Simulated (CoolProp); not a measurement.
Vapour-liquid equilibrium of CH2F2 (R32) (1) + R1234yf (2) at 317.9 K; x and y are mole fractions of (1).

Values from CoolProp's multi-fluid Helmholtz-energy mixture model, Tillner-Roth 1997 and Lemmon 2022; pair parameters Bell 2023.

| x | bubble pressure (kPa) | y at the bubble point | dew pressure at overall composition x (kPa) | liquid density (mol/L) |
|---|---|---|---|---|
| 0.05 | 1252 | 0.107 | 1194 | 9.073 |
| 0.2 | 1563 | 0.351 | 1357 | 9.691 |
| 0.35 | 1853 | 0.520 | 1561 | 10.42 |
| 0.5 | 2114 | 0.647 | 1814 | 11.31 |
| 0.65 | 2347 | 0.754 | 2120 | 12.44 |
| 0.8 | 2553 | … | … | 13.90 |
| 0.95 | 2728 | 0.961 | 2713 | … |

**Question.** Complete the blanks.

**Answer.** 
- 0.8, y at the bubble point: 0.855
- 0.8, dew pressure at overall composition x (kPa): 2444
- 0.95, liquid density (mol/L): 15.88

No azeotrope shows between x = 0.05 and 0.95.

The pair parameters rest on a limited set of measurements; away from them the model extrapolates.
